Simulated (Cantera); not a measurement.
A Cantera script and what it prints.

```python
import numpy as np
import cantera as ct

gas_names = [...]  # 113 gases of nasa_gas.yaml made of C, H, O, Ti
cond_names = """
    C(gr) C6H6(L) C7H8(L) C8H18(L),n-octa H2O(s) H2O(L) Ti(a) Ti(b) Ti(L) TiC(s) TiC(L) TiO(a) TiO(b)
    TiO(L) TiO2(ru) TiO2(L) Ti2O3(a) Ti2O3(b) Ti2O3(L) Ti3O5(a) Ti3O5(b) Ti3O5(L) Ti4O7(s) Ti4O7(L)
""".split()


# ... load() reads the species with a 1 bar reference pressure and builds the phases ...
atoms = {
    'TiO2': {'Ti': 1, 'O': 2},
    'CH4': {'C': 1, 'H': 4},
    'CO': {'C': 1, 'O': 1},
}
top_T = {'C(gr)': 4500}  # K; cautious upper limits of use, not melting points


# ... equilibrate(T, P, feed) seeds the gas with the atoms and calls Mixture.equilibrate('TP', solver="vcs", rtol=1e-11, max_steps=5000) ...
results = []
feed = {'TiO2': 1, 'CH4': 1.1, 'CO': 2.9}  # mol
P = 1000  # Pa
for T in [1750, 1850, 1950, 2050, 2150, 2250, 2350, 2450]:
    mix = equilibrate(T, P, feed)
    results.append((T, P, feed, dict(zip(mix.species_names, mix.species_moles))))
    x = sorted(zip(gas.X, gas.species_names), reverse=True)
    print(f"T = {T:g} K  P = {P:g} Pa  gas = {mix.phase_moles(0):.4g} mol")
    print("   x: " + "  ".join(f"{s} {v:.3e}" for v, s in x if v > 0.001))
    print("   condensed (mol): " + ("  ".join(f"{mix.phase(i).name} {mix.phase_moles(i):.4g}"
          for i in range(1, mix.n_phases) if mix.phase_moles(i) > 1e-12) or "none"))
```

Result:

```
T = 1750 K  P = 1000 Pa  gas = 5.964 mol
   x: CO 6.304e-01  H2 3.681e-01  H 1.411e-03
   condensed (mol): TiC(s) 0.2402  Ti2O3(b) 0.3799
T = 1850 K  P = 1000 Pa  gas = 5.97 mol
   x: CO 6.298e-01  H2 3.669e-01  H 3.263e-03
   condensed (mol): TiC(s) 0.2402  Ti2O3(b) 0.3799
T = 1950 K  P = 1000 Pa  gas = 6.171 mol
   x: CO 6.400e-01  H2 3.531e-01  H 6.811e-03
   condensed (mol): TiC(s) 0.05018  TiO(b) 0.9496
T = 2050 K  P = 1000 Pa  gas = 6.193 mol
   x: CO 6.378e-01  H2 3.485e-01  H 1.339e-02
   condensed (mol): TiC(s) 0.05006  TiO(L) 0.9488
T = 2150 K  P = 1000 Pa  gas = 6.233 mol
   x: CO 6.338e-01  H2 3.406e-01  H 2.461e-02
   condensed (mol): TiC(s) 0.04933  TiO(L) 0.9452
T = 2250 K  P = 1000 Pa  gas = 6.313 mol
   x: CO 6.265e-01  H2 3.272e-01  H 4.248e-02  TiO 2.150e-03  Ti 1.618e-03
   condensed (mol): TiC(s) 0.04504  TiO(L) 0.9311
T = 2350 K  P = 1000 Pa  gas = 6.5 mol
   x: CO 6.119e-01  H2 3.041e-01  H 6.877e-02  Ti 8.479e-03  TiO 6.730e-03
   condensed (mol): TiC(s) 0.0226  TiO(L) 0.8784
T = 2450 K  P = 1000 Pa  gas = 6.786 mol
   x: CO 5.894e-01  H2 2.718e-01  H 1.047e-01  TiO 1.908e-02  Ti 1.488e-02
   condensed (mol): TiO(L) 0.7689
```

Equilibrium computed with Cantera from the NASA thermochemical tables; the gas is ideal and each condensed phase is pure. Mutual solubility and eutectic melting of coexisting phases are not modelled. TiC, TiO: taken at fixed stoichiometry. Condensed phases not in the tables: solid solutions among these carbides, nitrides and lower oxides.
